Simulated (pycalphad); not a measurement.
Effect of V content in Si-V

CALPHAD calculation (pycalphad, COST 507 light-alloy database (1999)), 1 atm. The database dates from 1999; later assessments differ in places, in temperatures and in the compounds included. Phase fractions are per mole of atoms.

```csv
alloy,liquidus (°C),first solid,solidus (°C),phases at 687 °C
Si-0.71V (at.%),1411,diamond (Si),1402,"diamond (Si) 0.98, SI2V 0.02"
Si-1.41V (at.%),1408,diamond (Si),1402,"diamond (Si) 0.96, SI2V 0.04"
Si-2.83V (at.%),1403,diamond (Si),1402,"diamond (Si) 0.92, SI2V 0.08"
Si-4.25V (at.%),1441,SI2V,1402,"diamond (Si) 0.87, SI2V 0.13"
Si-5.66V (at.%),1473,SI2V,1402,"diamond (Si) 0.83, SI2V 0.17"
Si-11.32V (at.%),1541,SI2V,1402,"diamond (Si) 0.66, SI2V 0.34"
```

Database names, with the compositions (at.%) that they take in these runs: SI2V: Si 67 V 33.
